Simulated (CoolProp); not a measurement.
Vapour pressure (bar) of R227EA: the reference equation beside estimates from Tc = 374.9 K, pc = 29.25 bar, ω = 0.358. Clausius-Clapeyron is anchored at 185.5 K with a constant enthalpy of vaporisation of 27.13 kJ/mol.

Values from CoolProp's reference Helmholtz-energy equation of state, Lemmon 2016.

```tsv
T (K)	reference	Clausius-Clapeyron	van der Waals	Soave-Redlich-Kwong
180.8	0.006520	0.006541	0.6339	0.006552
185.5	0.01033	0.01033	0.7571	0.01035
190.2	0.01594	0.01596	0.8966	0.01591
194.9	0.02396	0.02414	1.054	?
199.6	0.03521	0.03580	1.229	0.03501
204.3	0.05064	0.05214	1.424	0.05030
209	0.07141	0.07468	1.640	0.07087
213.7	0.09886	0.1053	1.878	?
218.4	0.1346	0.1462	2.139	0.1335
223	0.1792	0.1990	2.417	0.1778
227.7	0.2367	0.2692	?	0.2350
232.4	0.3085	0.3596	?	?
237.1	0.3969	0.4750	3.421	0.3944
241.8	0.5047	0.6207	3.810	0.5020
```

### Question
Some entries are withheld; supply them.

### Answer

- 194.9, Soave-Redlich-Kwong: 0.02387
- 213.7, Soave-Redlich-Kwong: 0.09808
- 227.7, van der Waals: 2.725
- 232.4, van der Waals: 3.060
- 232.4, Soave-Redlich-Kwong: 0.3064

Absolute difference from the reference over all 14 rows, mean and median: Clausius-Clapeyron 7.8 and 5.5 %, van der Waals 3062.3 and 1998.1 %, Soave-Redlich-Kwong 0.6 and 0.7 %.
